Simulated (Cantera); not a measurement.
An isothermal, constant-pressure homogeneous reactor starts with 27.9 % CH4, 47.5 % CO2, 24.6 % H2, at 1375 K and 0.839 atm.

Model: GRI-Mech 3.0 (53 species, 325 reactions), integrated in Cantera.

### Question
Predict: x(CH4) at 100 s; x(CO2) at 100 s; x(H2) at 100 s; x(CH3) at 100 s; x(CH2O) at 100 s; x(C2H4) at 100 s.

### Answer
* **x(CH4) at 100 s**: 0.0757 (gas-phase equilibrium 6.87e-6)
* **x(CO2) at 100 s**: 0.123 (gas-phase equilibrium 0.0415)
* **x(H2) at 100 s**: 0.246 (gas-phase equilibrium 0.432)
* **x(CH3) at 100 s**: 1.12e-5 (gas-phase equilibrium 7.79e-10)
* **x(CH2O) at 100 s**: 1.57e-7 (gas-phase equilibrium 7.41e-8)
* **x(C2H4) at 100 s**: 0.00799 (gas-phase equilibrium 2.41e-11)
